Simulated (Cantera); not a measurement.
Input: 1 mol BF3, 0.54 mol N2, 0.88 mol O2, at 1175 K and 0.100 bar.

Cantera equilibrium calculation (NASA polynomials, part measured and part estimated; ideal gas, pure solids and liquids). Candidate condensed phases: B, BN, B2O3; 31 gas species. Kinetics and transport are ignored.

Base state: BF3 0.413, O2 0.364, N2 0.223, NO 0.000113 (mole fractions); condensed: gas only.

Problem. What changes in the equilibrium state with this change: 0.25 mol NH3 added?

Solution. 
```tsv
species	before	after
BF3	0.413	0.277
O2	0.364	0.246
N2	0.223	0.236
HF	0	0.158
H2O	0	0.0541
B3O3F3	<1e-9	0.0248
HBO2	0	0.000356
BOF	1.04e-7	0.00371
(HBO2)3	0	3.01e-5
```
Gases not in the tables: H3BO3. Further candidate phases: B3O3H3, H2O.
